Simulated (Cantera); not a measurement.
**Thermodynamics of silicon oxide and oxynitride deposition, feed Si2H6 + CO2 + N2 + H2O**

Input: 1 mol Si2H6, 0.28 mol CO2, 13 mol N2, 0.0045 mol H2O, held at 0.00210 bar.

These are equilibrium values from Cantera (NASA tables, ideal gas, pure condensed phases), not measurements of a reactor. Candidate condensed phases: C, C6H6, C7H8, C8H18, H2O, Si, SiC, SiO2, Si2N2O, Si3N4; 151 gas species. The feed counts by its element totals alone. N2 is the only nitrogen source here; it is nearly inert below about 1500 K, so the nitride shown seldom forms there in practice. Mutual solubility and eutectic melting of coexisting phases are not modelled. Equilibrium is a limit: real reactors are often held back by kinetics, nucleation or transport.

```
T (°C)  log p N2  log p H2  log p CO  log p CH4  log p H  log p HCN  n C(graphite)  n Si2N2O(s)  n Si3N4(s)  n SiC(s)
------  --------  --------  --------  ---------  -------  ---------  -------------  -----------  ----------  --------
550        -2.78     -3.37    -14.45      -6.77   -12.82      -9.86          0.279        0.565       0.290         0
600        -2.78     -3.37    -13.24      -7.09   -12.02      -9.37          0.279        0.565       0.290         0
650        -2.78     -3.37    -12.16      -7.38   -11.30      -8.94          0.280        0.565       0.290         0
700        -2.78     -3.37    -11.19      -7.64   -10.65      -8.55          0.280        0.565       0.290         0
750        -2.78     -3.37    -10.32      -7.87   -10.07      -8.20          0.280        0.565       0.290         0
800        -2.78     -3.37     -9.53      -8.08    -9.54      -7.89          0.280        0.564       0.290         0
850        -2.78     -3.37     -8.82      -8.28    -9.06      -7.60          0.280        0.564       0.290         0
900        -2.78     -3.37     -8.16      -8.46    -8.61      -7.33          0.280        0.564       0.290         0
950        -2.78     -3.37     -7.56      -8.62    -8.21      -7.09          0.279        0.564       0.290         0
1000       -2.77     -3.38     -7.04      -8.81    -7.84      -6.90              0        0.564       0.198     0.278
1050       -2.77     -3.38     -6.80      -9.22    -7.49      -6.97              0        0.563       0.198     0.278
1100       -2.77     -3.38     -6.58      -9.60    -7.17      -7.02              0        0.563       0.199     0.277
1150       -2.77     -3.38     -6.37      -9.95    -6.87      -7.08              0        0.561       0.200     0.276
```
log p: log10 of the partial pressure in bar; n: condensed amount in mol.

From 550 °C to 950 °C the condensed part is C(graphite) + Si2N2O(s) + Si3N4(s). From 1000 °C to 1150 °C the condensed part is SiC(s) + Si2N2O(s) + Si3N4(s).
